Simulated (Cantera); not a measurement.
Input: 1 mol SiHCl3, 0.24 mol Cl2, 140 mol H2, held at 1.80 Torr.

Cantera equilibrium calculation (NASA polynomials, part measured and part estimated; ideal gas, pure solids and liquids). Candidate condensed phases: Si; 19 gas species. Gases not in the tables: Si2H6 and higher silanes. Equilibrium is a limit: real reactors are often held back by kinetics, nucleation or transport.

Task: Which condensed phases are stable at each of these points (T (°C)): 800, 850, 900, 950, 1000, 1050, 1100, 1150, 1200, 1250, 1300, 1350, 1400, 1450?

Result: 
```tsv
T (°C)	condensed phases	Si condensed (%)
800	Si(s)	80.6
850	Si(s)	82.7
900	Si(s)	82.8
950	Si(s)	82.3
1000	Si(s)	81.6
1050	Si(s)	80.9
1100	Si(s)	80.2
1150	Si(s)	79.5
1200	Si(s)	78.7
1250	Si(s)	78.0
1300	Si(s)	77.1
1350	Si(s)	75.7
1400	Si(s)	73.2
1450	Si(l)	70.0
```

From 800 °C to 1400 °C the condensed part is Si(s). At 1450 °C the condensed part is Si(l).
